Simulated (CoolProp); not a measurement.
Properties of hexamethyldisiloxane (MM) along the isobar 838 kPa (Tc = 518.7 K, pc = 1931 kPa, ω = 0.418).

Computed with CoolProp (reference Helmholtz-energy equation of state, Thol 2016).

```csv
T (K),phase,density (kg/m³),cv (kJ/(kg K)),isothermal compressibility (1/MPa)
480.8,gas,45.36,1.972,1.716
490.1,gas,43.20,1.986,1.633
499.4,gas,41.36,2.000,1.572
508.6,gas,39.78,2.016,1.525
517.9,gas,38.37,2.032,1.486
527.2,gas,37.10,2.049,1.455
536.5,gas,35.95,2.067,1.428
545.8,gas,34.90,2.084,1.406
555,gas,33.94,2.102,1.387
564.3,gas,33.04,2.120,1.370
573.6,gas,32.21,2.138,1.355
582.9,gas,31.43,2.156,1.342
592.2,gas,30.70,2.174,1.330
601.4,gas,30.02,2.191,1.320
610.7,gas,29.38,2.209,1.310
620,gas,28.76,2.226,1.301
```
